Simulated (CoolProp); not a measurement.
Benzene at 298.15 K and 8.37 MPa is throttled through a valve to 1.52 MPa with no heat exchange. Each further row changes one setting.

The numbers come from the reference Helmholtz-energy equation of state, Thol 2012 in CoolProp.

```csv
case,temperature change (K),final density (kg/m³)
as stated,[?],872
outlet pressure 0.456 MPa,[?],[?]
outlet pressure 1.98 MPa,[?],872
```

### Question
Fill in the missing entries.

### Answer

- as stated, temperature change (K): +2.9
- outlet pressure 0.456 MPa, temperature change (K): +3.4
- outlet pressure 0.456 MPa, final density (kg/m³): 870
- outlet pressure 1.98 MPa, temperature change (K): +2.7
